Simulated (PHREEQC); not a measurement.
A made-up water analysis in mg/L, 45 °C, pH 7.04, pe 12.3:

```json
[
 {"constituent": "Na", "mg/L": "124"},
 {"constituent": "K", "mg/L": "152"},
 {"constituent": "Ca", "mg/L": "101"},
 {"constituent": "Mg", "mg/L": "12.6"},
 {"constituent": "Cl", "mg/L": "274"},
 {"constituent": "S(6) as SO4", "mg/L": "272"},
 {"constituent": "Alkalinity as HCO3", "mg/L": "110"},
 {"constituent": "Zn", "mg/L": "3.1"}
]
```

Valence states are taken as typed.

The numbers come from PHREEQC with the ion-association model, phreeqc.dat.

Precipitation was switched off in this run.

Task: Predict the ionic strength, charge-balance error, specific conductance.

Result: ionic strength 0.0191 mol/kgw; charge-balance error 0.9 %; specific conductance 2480 µS/cm.

Task: In which forms is C present?

Result: HCO3- 84 %, CO2 13 %, CaHCO3+ 1.6 % of the C.

At this temperature some constants are extrapolated from 25 °C, and those without enthalpy data are left unchanged.
